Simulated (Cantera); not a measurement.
## Ammonia decomposition in nitride growth gas

An isothermal, constant-pressure homogeneous reactor starts with NH3 : N2 : H2 = 1 : 1.8 : 0.0039 (molar parts), at 1850 K and 0.118 atm.

Model: the gas-phase N/H chemistry of the illustrative SiF4/NH3 mechanism in the Surface Chemkin manual (1991), integrated in Cantera. Walls and surfaces, which speed up NH3 decomposition in real reactors, are not modelled.

```csv
t (s),x NH3,x H2,x N2H2,x N2H4,x NH,x N,x N2
1.00e-5,0.357,0.00139,2.13e-12,<1e-12,1.59e-11,<1e-12,0.642
2.77e-5,0.357,0.00139,3.95e-11,3.09e-12,1.58e-10,<1e-12,0.642
7.65e-5,0.357,0.00140,5.12e-10,2.69e-11,1.69e-9,<1e-12,0.642
0.000211,0.357,0.00141,5.09e-9,2.15e-10,1.96e-8,1.25e-11,0.642
0.000585,0.357,0.00144,4.71e-8,1.65e-9,1.87e-7,3.46e-10,0.642
0.00162,0.356,0.00156,3.86e-7,1.13e-8,1.00e-6,2.95e-9,0.642
0.00447,0.356,0.00231,1.32e-6,3.56e-8,2.36e-6,1.01e-8,0.642
0.0124,0.353,0.00517,1.48e-6,3.81e-8,2.77e-6,2.18e-8,0.641
0.0342,0.346,0.0131,1.44e-6,3.42e-8,3.23e-6,5.23e-8,0.641
0.0946,0.327,0.0339,1.33e-6,2.81e-8,3.86e-6,1.20e-7,0.639
0.262,0.281,0.0845,1.08e-6,2.05e-8,4.27e-6,2.08e-7,0.634
0.723,0.192,0.183,6.47e-7,1.13e-8,4.04e-6,2.70e-7,0.625
2.00,0.0790,0.308,2.10e-7,3.22e-9,3.00e-6,2.85e-7,0.613
```
x: mole fraction; the columns are a selection and need not sum to one.

Equilibrium at this temperature and pressure: NH3 6.06e-7, H2 0.395, N2H2 <1e-12, N2H4 <1e-12, NH 4.48e-10, N 1.94e-10, N2 0.604 (gas phase only).
